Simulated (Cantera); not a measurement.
**Adiabatic ignition**

An adiabatic, constant-volume homogeneous reactor starts with 7.84 % CH4, 19.4 % O2, 72.8 % N2, equivalence ratio 0.81, at 1498 K and 100000 Pa.

Computed with Cantera and GRI-Mech 3.0 (53 species, 325 reactions).

| t (s) | T (K) | P (bar) | x CH4 | x O2 | x CH2O | x NO | x CH2 | x CH2CO | x H2O |
|---|---|---|---|---|---|---|---|---|---|
| 4.00e-6 | 1498 | 1.000 | 0.0784 | 0.194 | 5.14e-9 | <1e-12 | <1e-12 | <1e-12 | 5.79e-8 |
| 1.05e-5 | 1498 | 1.000 | 0.0784 | 0.194 | 3.98e-8 | <1e-12 | <1e-12 | <1e-12 | 2.25e-7 |
| 2.77e-5 | 1498 | 1.000 | 0.0784 | 0.194 | 3.13e-7 | <1e-12 | <1e-12 | <1e-12 | 1.01e-6 |
| 7.28e-5 | 1498 | 1.000 | 0.0784 | 0.194 | 2.81e-6 | <1e-12 | 8.79e-12 | <1e-12 | 6.14e-6 |
| 0.000192 | 1498 | 1.00 | 0.0783 | 0.194 | 3.15e-5 | <1e-12 | 1.50e-10 | 1.96e-10 | 5.26e-5 |
| 0.000504 | 1502 | 1.00 | 0.0774 | 0.193 | 0.000376 | 1.20e-12 | 3.09e-9 | 1.39e-7 | 0.000650 |
| 0.00133 | 2840 | 1.97 | <1e-12 | 0.0440 | 2.48e-10 | 0.00494 | <1e-12 | <1e-12 | 0.125 |
| 0.00349 | 2827 | 1.96 | <1e-12 | 0.0396 | 2.49e-10 | 0.0154 | <1e-12 | <1e-12 | 0.126 |
| 0.00918 | 2827 | 1.96 | <1e-12 | 0.0395 | 2.49e-10 | 0.0156 | <1e-12 | <1e-12 | 0.126 |
| 0.0241 | 2827 | 1.96 | <1e-12 | 0.0395 | 2.49e-10 | 0.0156 | <1e-12 | <1e-12 | 0.126 |
| 0.0635 | 2827 | 1.96 | <1e-12 | 0.0395 | 2.49e-10 | 0.0156 | <1e-12 | <1e-12 | 0.126 |
| 0.167 | 2827 | 1.96 | <1e-12 | 0.0395 | 2.49e-10 | 0.0156 | <1e-12 | <1e-12 | 0.126 |
| 0.439 | 2827 | 1.96 | <1e-12 | 0.0395 | 2.49e-10 | 0.0156 | <1e-12 | <1e-12 | 0.126 |
| 1.16 | 2827 | 1.96 | <1e-12 | 0.0395 | 2.49e-10 | 0.0156 | <1e-12 | <1e-12 | 0.126 |
| 3.04 | 2827 | 1.96 | <1e-12 | 0.0395 | 2.49e-10 | 0.0156 | <1e-12 | <1e-12 | 0.126 |
| 8.00 | 2827 | 1.96 | <1e-12 | 0.0395 | 2.49e-10 | 0.0156 | <1e-12 | <1e-12 | 0.126 |
x: mole fraction; the columns are a selection and need not sum to one.

The time of steepest temperature rise is 1.06 ms and the temperature at 8.00 s is 2827 K. The equilibrium temperature is 2827 K and the x(CH4) at 8.00 s comes out as <1e-12 (gas-phase equilibrium <1e-12). The x(O2) at 8.00 s is 0.0395 (gas-phase equilibrium 0.0395) and the x(CH2O) at 8.00 s is 2.49e-10 (gas-phase equilibrium 2.49e-10).
